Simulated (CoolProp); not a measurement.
Model: reference Helmholtz-energy equation of state, Smukala 2000, in CoolProp.

Question: For ethylene, give the phase and the density (kg/m³), cp (kJ/(kg K)), expansivity (1/kK) at -49.15 °C and 15.8 bar; -49.15 °C and 78.8 bar; -49.15 °C and 94.5 bar.

Answer: 
- -49.15 °C and 15.8 bar: liquid; density 480, cp 2.73, expansivity 4.11
- -49.15 °C and 78.8 bar: liquid; density 495, cp 2.56, expansivity 3.35
- -49.15 °C and 94.5 bar: liquid; density 498, cp 2.53, expansivity 3.22
